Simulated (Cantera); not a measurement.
Abatement and gas-phase synthesis: HBr + H2O + O2 + H2

Feed: 1 mol HBr, 7.9 mol H2O, 0.17 mol O2, 5.4 mol H2, equilibrated at 10.0 mbar.

Cantera equilibrium calculation (NASA polynomials, part measured and part estimated; ideal gas, pure solids and liquids). Candidate condensed phases: Br2, H2O; 12 gas species. Equilibrium is a limit: real reactors are often held back by kinetics, nucleation or transport.

From 2400 K to 3400 K nothing is condensed.

```json
[
 {"T (K)": "2400", "log p H": "-3.04", "log p H2O": "-2.31", "log p H2": "-2.49", "log p O": "-4.33", "log p OH": "-3.60", "log p Br": "-3.31", "log p O2": "-4.53", "log p HBr": "-3.83"},
 {"T (K)": "2500", "log p H": "-2.86", "log p H2O": "-2.36", "log p H2": "-2.51", "log p O": "-3.92", "log p OH": "-3.39", "log p Br": "-3.30", "log p O2": "-4.16", "log p HBr": "-3.97"},
 {"T (K)": "2600", "log p H": "-2.69", "log p H2O": "-2.45", "log p H2": "-2.54", "log p O": "-3.57", "log p OH": "-3.24", "log p Br": "-3.31", "log p O2": "-3.87", "log p HBr": "-4.12"},
 {"T (K)": "2700", "log p H": "-2.54", "log p H2O": "-2.60", "log p H2": "-2.58", "log p O": "-3.29", "log p OH": "-3.14", "log p Br": "-3.34", "log p O2": "-3.70", "log p HBr": "-4.29"},
 {"T (K)": "2800", "log p H": "-2.41", "log p H2O": "-2.80", "log p H2": "-2.65", "log p O": "-3.08", "log p OH": "-3.11", "log p Br": "-3.38", "log p O2": "-3.62", "log p HBr": "-4.48"},
 {"T (K)": "2900", "log p H": "-2.32", "log p H2O": "-3.07", "log p H2": "-2.75", "log p O": "-2.92", "log p OH": "-3.15", "log p Br": "-3.43", "log p O2": "-3.64", "log p HBr": "-4.68"},
 {"T (K)": "3000", "log p H": "-2.25", "log p H2O": "-3.41", "log p H2": "-2.89", "log p O": "-2.81", "log p OH": "-3.24", "log p Br": "-3.47", "log p O2": "-3.73", "log p HBr": "-4.89"},
 {"T (K)": "3100", "log p H": "-2.20", "log p H2O": "-3.79", "log p H2": "-3.06", "log p O": "-2.75", "log p OH": "-3.38", "log p Br": "-3.51", "log p O2": "-3.89", "log p HBr": "-5.09"},
 {"T (K)": "3200", "log p H": "-2.17", "log p H2O": "-4.21", "log p H2": "-3.24", "log p O": "-2.71", "log p OH": "-3.55", "log p Br": "-3.53", "log p O2": "-4.08", "log p HBr": "-5.29"},
 {"T (K)": "3300", "log p H": "-2.15", "log p H2O": "-4.63", "log p H2": "-3.43", "log p O": "-2.68", "log p OH": "-3.74", "log p Br": "-3.54", "log p O2": "-4.29", "log p HBr": "-5.48"},
 {"T (K)": "3400", "log p H": "-2.14", "log p H2O": "-5.05", "log p H2": "-3.63", "log p O": "-2.67", "log p OH": "-3.92", "log p Br": "-3.55", "log p O2": "-4.50", "log p HBr": "-5.66"}
]
```
log p: log10 of the partial pressure in bar; nothing condenses.
